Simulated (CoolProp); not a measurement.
The fluid at 298.15 K and 13.8 MPa is throttled through a valve to 9.45 MPa with no heat exchange. The same conditions are run with several fluids, on thermodynamics alone (safety and materials aside).

Values from CoolProp's reference Helmholtz-energy equation of state of each fluid (R245fa: Akasaka 2015; R134a: Tillner-Roth 1994; propylene: Lemmon 2013; R404A: Lemmon 2003; R152A: Outcalt 1996). Blends and air are pseudo-pure fits.

```tsv
fluid	temperature change (K)	final density (kg/m³)
R245fa	+1.2	1360
R134a	+0.7	1250
propylene	+0.8	528
R404A	+0.3	1110
R152A	+0.9	926
```
